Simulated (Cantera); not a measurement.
A perfectly stirred reactor is fed with H2 : O2 : N2 = 1.5 : 1 : 1.6 (molar parts), equivalence ratio 0.75, at 0.133 bar; it is held at 1198 K, and followed from long to short residence time.

Detailed kinetics in Cantera: GRI-Mech 3.0 (53 species, 325 reactions). The temperature is held fixed by assumption; the heat of reaction is taken as removed at once.

Task: Predict: x(H2) at τ = 0.520 s; x(O2) at τ = 0.520 s; x(H) at τ = 0.520 s; x(N2O) at τ = 0.520 s; x(NO) at τ = 0.520 s; x(H2) at τ = 52.0 ms; x(O2) at τ = 52.0 ms; x(H) at τ = 52.0 ms; x(N2O) at τ = 52.0 ms; x(NO) at τ = 52.0 ms.

Result: 
| Property | Value |
|---|---|
| x(H2) at τ = 0.520 s | 0.000996 |
| x(O2) at τ = 0.520 s | 0.0748 |
| x(H) at τ = 0.520 s | 0.000122 |
| x(N2O) at τ = 0.520 s | 7.18e-8 |
| x(NO) at τ = 0.520 s | 1.87e-7 |
| x(H2) at τ = 52.0 ms | 0.00435 |
| x(O2) at τ = 52.0 ms | 0.0760 |
| x(H) at τ = 52.0 ms | 0.00119 |
| x(N2O) at τ = 52.0 ms | 3.72e-8 |
| x(NO) at τ = 52.0 ms | 5.82e-7 |
